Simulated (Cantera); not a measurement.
Input: 1 mol SiH₂Cl₂, 7.3 mol N₂, 72 mol H₂, equilibrated at 1323.15 K and 8.00 mbar.

These are equilibrium values from Cantera (NASA tables, ideal gas, pure condensed phases), not measurements of a reactor. Candidate condensed phases: NH₄Cl, Si, Si₃N₄; 28 gas species. N₂ is the only nitrogen source here; it is nearly inert below about 1500 K, so the nitride shown seldom forms there in practice. The numbers say what is thermodynamically allowed, not how fast it happens.

Base state: H₂ 0.893, N₂ 0.0823, HCl 0.0248, SiCl₂ 2.32e-5, H 1.68e-5 (mole fractions); condensed: Si₃N₄(s).

### Question
What changes in the equilibrium state with this change: H₂ from 72 to 1.1 mol?

### Answer
| species | before | after |
|---|---|---|
| N₂ | 0.0823 | 0.685 |
| HCl | 0.0248 | 0.187 |
| H₂ | 0.893 | 0.122 |
| SiCl₄ | 5.79e-8 | 0.00248 |
| SiCl₃ | 4.96e-7 | 0.00104 |
| SiHCl₃ | 1.06e-7 | 8.19e-5 |
| SiCl₂ | 2.32e-5 | 0.00237 |
| H | 1.68e-5 | 6.20e-6 |
| Si₃N₄(s), mol | 0.333 | 0.314 |
The tables' values for SiCl₃ are old estimates; treat these amounts as uncertain.
